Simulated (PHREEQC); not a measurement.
Solution (20 °C): 1 mol/kgw HCl, 0.00025 mol/kgw FeCl3 and 0.00024 mol/kgw MnSO4. It is in equilibrium with CO2 at log p = -2 (atm). Otherwise closed; pH follows from the charge balance.

Equilibrium calculation in PHREEQC: ion-association model, phreeqc.dat.

Problem. The ionic strength comes out as 1.00 mol/kgw. What activity coefficients do SO4-2, FeCl2+, FeCl+2, MnCl+, H+ get?

Solution. SO4-2 0.16, FeCl2+ 0.64, FeCl+2 0.17, MnCl+ 0.64, H+ 0.74.

Precipitation was switched off in this run. The ionic strength is past about 0.7 mol/kgw, beyond the range of this activity model, so the values are rough.
